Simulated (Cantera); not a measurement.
A diamond (100) surface in a fixed gas of H2 with x(CH4) = 0.0086, x(H) = 0.028, at 1398 K, 0.210 bar; coverages are run to steady state.

Detailed kinetics in Cantera: the Harris–Goodwin 1993 mechanism for the reconstructed diamond (100) surface.

θ: site fractions in the mechanism's names (c6HH fully hydrogenated, c6H* and c6*H radical sites, c6** diradical, c6HM methylated).

```tsv
x(CH3)	growth (µm/h)	θ c6HH	θ c6H*	θ c6*H	θ c6**	θ c6HM
1e-06	0.134	0.327	0.0608	0.546	0.0661	1.35e-6
2.9e-06	0.390	0.327	0.0608	0.546	0.0661	3.92e-6
8.2e-06	1.10	0.327	0.0607	0.546	0.0661	1.11e-5
2.3e-05	3.09	0.327	0.0607	0.546	0.0661	3.11e-5
6.7e-05	(withheld)	0.327	0.0607	0.546	0.0661	(withheld)
0.00019	(withheld)	0.327	0.0607	0.546	0.0660	(withheld)
0.00055	73.5	0.327	0.0606	0.545	0.0657	0.000740
0.0016	212	0.326	0.0604	0.543	0.0649	0.00214
0.0045	582	0.324	0.0599	0.538	0.0628	0.00590
```

Problem. What belongs in the gaps?

Solution. 
- 6.7e-05, growth (µm/h): 9.00
- 6.7e-05, θ c6HM: 9.05e-5
- 0.00019, growth (µm/h): 25.5
- 0.00019, θ c6HM: 0.000256
